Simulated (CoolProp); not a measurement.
Vapour pressure (MPa) of R1233zd(E): the reference equation beside estimates from Tc = 165.7 °C, pc = 3.583 MPa, ω = 0.304. Clausius-Clapeyron is anchored at 43.25 °C with a constant enthalpy of vaporisation of 23.66 kJ/mol.

Values from CoolProp's reference Helmholtz-energy equation of state, Akasaka 2022.

```tsv
T (°C)	reference	Lee-Kesler	Clausius-Clapeyron	van der Waals	Soave-Redlich-Kwong
-23.25	0.01562	0.01501	0.02185	0.2286	0.01523
-12.15	0.02766	0.02682	0.03547	0.2957	0.02709
-1.05	0.04632	0.04533	0.05534	0.3752	0.04560
10.05	0.07398	0.07297	0.08339	0.4679	0.07317
21.05	0.1130	0.1122	0.1214	0.5739	0.1122
32.15	0.1670	0.1668	0.1726	0.6957	0.1667
43.25	0.2394	0.2400	0.2394	0.8334	0.2398
54.35	0.3337	0.3355	0.3247	0.9877	0.3355
65.45	0.4541	0.4571	0.4318	1.159	0.4580
76.45	0.6033	0.6075	0.5625	1.347	0.6101
87.55	0.7886	0.7937	0.7226	1.554	0.7993
98.65	1.014	1.019	0.9146	1.781	1.029
109.75	1.284	1.289	1.142	2.027	1.305
120.85	1.605	1.609	1.408	2.294	1.631
```

Absolute difference from the reference over all 14 rows, mean and median: Lee-Kesler 1.1 and 0.7 %, Clausius-Clapeyron 11.9 and 9.1 %, van der Waals 378.3 and 222.1 %, Soave-Redlich-Kwong 1.2 and 1.2 %.
